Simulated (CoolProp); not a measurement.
Vapour-liquid equilibrium of C2F6 (R116) (1) + R22 (2) at 0.663 MPa; x and y are mole fractions of (1).

Model: multi-fluid Helmholtz-energy mixture model, Lemmon 2006 and Kamei 1995; pair parameters Bell 2016, in CoolProp.

**Question.** Give the bubble temperature and the first vapour's composition at x = 0.05, 0.8, 0.95. Is there an azeotrope?

**Answer.** x = 0.05: 269.8 K, y = 0.327; x = 0.8: 240.5 K, y = 0.874; x = 0.95: 239.2 K, y = 0.959. No azeotrope shows between x = 0.05 and 0.95.

The pair parameters rest on a limited set of measurements; away from them the model extrapolates. With so large a gap from Raoult's law the liquid may split in two, which this calculation doesn't test in full.
